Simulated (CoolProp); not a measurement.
Saturation properties of R1233zd(E).

The numbers come from the reference Helmholtz-energy equation of state, Akasaka 2022 in CoolProp.

```tsv
T (°C)	p (MPa)	vapour density (kg/m³)	enthalpy of vaporisation (kJ/kg)
61.55	0.4086	21.58	170.7
66.65	0.4689	24.71	167.4
71.85	0.5370	28.28	164.0
77.05	0.6124	32.27	160.5
82.15	0.6938	36.63	156.8
87.35	0.7850	41.59	153.0
92.55	0.8848	47.13	148.9
97.65	0.9917	53.20	144.7
102.85	1.110	60.12	140.3
108.05	1.239	67.89	135.5
113.15	1.377	76.45	130.6
118.35	1.528	86.31	125.2
```

It boils at 18.1 °C under 1 atm.
